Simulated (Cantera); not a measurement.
A closed system holds: 1 mol SiCl4, 0.058 mol HCl, 59 mol H2, held at 75.0 Torr.

These are equilibrium values from Cantera (NASA tables, ideal gas, pure condensed phases), not measurements of a reactor. Candidate condensed phases: Si; 19 gas species. The tables' values for SiCl3 are old estimates; treat these amounts as uncertain. Rates play no part.

x: gas mole fraction; n: condensed amount in mol.

| T (K) | x H2 | x HCl | x SiCl2 | x SiCl4 | x SiHCl3 | n Si(s) |
|---|---|---|---|---|---|---|
| 1098 | 0.964 | 0.0229 | 0.00110 | [?] | 0.00413 | 0.215 |
| 1148 | 0.959 | 0.0297 | 0.00201 | [?] | 0.00327 | 0.301 |
| 1198 | 0.953 | 0.0362 | 0.00324 | [?] | 0.00236 | 0.377 |
| 1248 | 0.949 | 0.0417 | 0.00459 | [?] | 0.00153 | 0.434 |
| 1298 | 0.946 | 0.0454 | 0.00579 | [?] | 0.000903 | 0.468 |
| 1348 | 0.944 | 0.0474 | 0.00669 | [?] | 0.000500 | 0.483 |
| 1398 | 0.943 | 0.0484 | 0.00732 | [?] | 0.000271 | 0.486 |
| 1448 | 0.943 | 0.0488 | 0.00777 | [?] | 0.000148 | 0.482 |
| 1498 | 0.943 | 0.0488 | 0.00811 | [?] | 8.27e-5 | 0.476 |
| 1548 | 0.942 | 0.0487 | 0.00838 | [?] | 4.76e-5 | 0.468 |
| 1598 | 0.942 | 0.0485 | 0.00860 | [?] | 2.82e-5 | 0.459 |
| 1648 | 0.942 | 0.0483 | 0.00880 | [?] | 1.73e-5 | 0.451 |

### Question
What belongs in the gaps?

### Answer

- 1098, x SiCl4: 0.00674
- 1148, x SiCl4: 0.00504
- 1198, x SiCl4: 0.00333
- 1248, x SiCl4: 0.00191
- 1298, x SiCl4: 0.000960
- 1348, x SiCl4: 0.000442
- 1398, x SiCl4: 0.000198
- 1448, x SiCl4: 8.95e-5
- 1498, x SiCl4: 4.17e-5
- 1548, x SiCl4: 2.02e-5
- 1598, x SiCl4: 1.01e-5
- 1648, x SiCl4: 5.30e-6
